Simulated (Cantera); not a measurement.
Standard-state values (1 bar) from the NASA 1993 polynomials, evaluated with Cantera. Values are per mole of reaction as written; species without (g) are pure solids or liquids, kept so even where they would boil at 1 bar.

P4O10(g) + 11 H2(g) ⇌ 10 OH(g) + 4 PH3(g)

```
T (K)  ΔH° (kJ)  ΔS° (J/K)  ΔG° (kJ)  log10 K
-----  --------  ---------  --------  -------
300      3319.2      836.7    3068.2  -534.21
2375        [?]        [?]       [?]      [?]
2525        [?]        [?]       [?]      [?]
2675        [?]        [?]       [?]      [?]
2825     3163.6      676.3    1253.2   -23.17
2975     3156.8      673.9    1152.0   -20.23
```

What belongs in the gaps?


- 2375, ΔH° (kJ): 3183.8
- 2375, ΔS° (J/K): 684.0
- 2375, ΔG° (kJ): 1559.2
- 2375, log10 K: -34.29
- 2525, ΔH° (kJ): 3177.1
- 2525, ΔS° (J/K): 681.3
- 2525, ΔG° (kJ): 1456.8
- 2525, log10 K: -30.14
- 2675, ΔH° (kJ): 3170.4
- 2675, ΔS° (J/K): 678.7
- 2675, ΔG° (kJ): 1354.8
- 2675, log10 K: -26.46
